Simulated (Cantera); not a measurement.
Cantera run:

```python
import numpy as np
import cantera as ct

gas_names = """
    B BH BH2 BH3 BO BO2 B2 B2O B2O2 B2O3 B3O3H3 H HBO HBO2 HO2 H2 H2O H2O2 H3B3O6 O OH O2 O3
""".split()
cond_names = """
    B(b) B(L) B2O3(L) B3O3H3(cr) H2O(s) H2O(L)
""".split()


# ... load() reads the species with a 1 bar reference pressure and builds the phases ...
atoms = {
    'B2O3': {'B': 2, 'O': 3},
    'O2': {'O': 2},
    'H2': {'H': 2},
}
top_T = {}  # K; cautious upper limits of use, not melting points


# ... equilibrate(T, P, feed) seeds the gas with the atoms and calls Mixture.equilibrate('TP', solver="vcs", rtol=1e-11, max_steps=5000) ...
results = []
feed = {'B2O3': 1, 'O2': 0.1, 'H2': 5.2}  # mol
T = 750  # K
P = 1000  # Pa
mix = equilibrate(T, P, feed)
results.append((T, P, feed, dict(zip(mix.species_names, mix.species_moles))))
x = sorted(zip(gas.X, gas.species_names), reverse=True)
print(f"T = {T:g} K  P = {P:g} Pa  gas = {mix.phase_moles(0):.4g} mol")
print("   x: " + "  ".join(f"{s} {v:.3e}" for v, s in x if v > 0.0001))
print("   condensed (mol): " + ("  ".join(f"{mix.phase(i).name} {mix.phase_moles(i):.4g}"
      for i in range(1, mix.n_phases) if mix.phase_moles(i) > 1e-12) or "none"))
```

Output:

```
T = 750 K  P = 1000 Pa  gas = 5.2 mol
   x: H2 9.616e-01  H2O 3.831e-02  H3B3O6 1.011e-04
   condensed (mol): B2O3(L) 0.9992
```

Equilibrium computed with Cantera from the NASA thermochemical tables; the gas is ideal and each condensed phase is pure. Gases not in the tables: H3BO3.
